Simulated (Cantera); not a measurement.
A closed system holds: 1 mol SiH4, 0.49 mol Cl2, 47 mol H2, equilibrated at 752 °C and 1 atm.

Method: chemical equilibrium by Gibbs-energy minimisation in Cantera with the NASA 1993 tables (ideal gas, pure condensed phases). Candidate condensed phases: Si; 19 gas species. The tables' values for SiCl3 are old estimates; treat these amounts as uncertain. Kinetics and transport are ignored.

Base state: H2 0.990, HCl 0.00517, SiHCl3 0.00249, SiCl4 0.00151, SiH2Cl2 0.000454, SiCl3 5.91e-5, SiCl2 4.82e-5, SiH3Cl 2.14e-5 (mole fractions); condensed: Si(s).

Question: What changes in the equilibrium state with this change: SiH4 replaced by SiH2Cl2?

Answer: 
| species | before | after |
|---|---|---|
| H2 | 0.990 | 0.977 |
| SiHCl3 | 0.00249 | 0.00774 |
| HCl | 0.00517 | 0.00752 |
| SiCl4 | 0.00151 | 0.00693 |
| SiCl3 | 5.91e-5 | 0.000185 |
| SiCl2 | 4.82e-5 | 0.000103 |
| Si(s), mol | 0.774 | 0.223 |

Question: What changes in the equilibrium state with this change: SiH4 replaced by SiHCl3?

Answer: 
```csv
species,before,after
H2,0.990,0.969
SiCl4,0.00151,0.0108
HCl,0.00517,0.0103
SiHCl3,0.00249,0.00872
SiCl3,5.91e-5,0.000210
SiCl2,4.82e-5,8.49e-5
"Si(s), mol",0.774,0
```
